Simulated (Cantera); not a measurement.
Charge: 1 mol CH3SiH3, 0.56 mol C2H4, 25 mol H2, held at 0.160 bar.

Method: chemical equilibrium by Gibbs-energy minimisation in Cantera with the NASA 1993 tables (ideal gas, pure condensed phases). Candidate condensed phases: C, C6H6, C7H8, C8H18, Si, SiC; 87 gas species. The feed counts by its element totals alone. Gases not in the tables: Si2H6 and higher silanes. Rates play no part.

**Question.** At 1927 °C, list the 4 most abundant gas species with their mole fractions, and the condensed phases.

**Answer.** H2 0.983, H 0.0140, C2H2 (acetylene) 0.00252, Si 0.000247. Condensed: C(graphite) + SiC(s).
